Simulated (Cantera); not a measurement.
Charge: 1 mol SiC, 0.033 mol CO₂, 12 mol H₂, at 1.00 bar.

Cantera equilibrium calculation (NASA polynomials, part measured and part estimated; ideal gas, pure solids and liquids). Candidate condensed phases: C, C₆H₆, C₇H₈, C₈H₁₈, H₂O, Si, SiC, SiO₂; 123 gas species. Mutual solubility and eutectic melting of coexisting phases are not modelled. The tables hold silica as quartz up to 1696 K and as liquid above; real silica turns to tridymite and cristobalite and melts near 1996 K. Equilibrium is a limit: real reactors are often held back by kinetics, nucleation or transport. All values below are at 1448 K.

Base state: H₂ 0.996, CO 0.00271, CH₄ 0.00143, SiO 2.27e-5, H₂O 1.58e-5 (mole fractions); condensed: SiC(s) + SiO₂(β-quartz).

Task: What changes in the equilibrium state with this change: pressure from 1.00 bar to 0.00133 bar?

Result: 
```csv
species,before,after
H₂,0.996,0.994
CO,0.00271,0.00410
SiO,2.27e-5,0.00137
CH₄,0.00143,3.01e-7
H₂O,1.58e-5,2.01e-7
H,9.20e-6,0.000252
"SiC(s), mol",0.983,0.983
"SiO₂(β-quartz), mol",0.0165,0
```
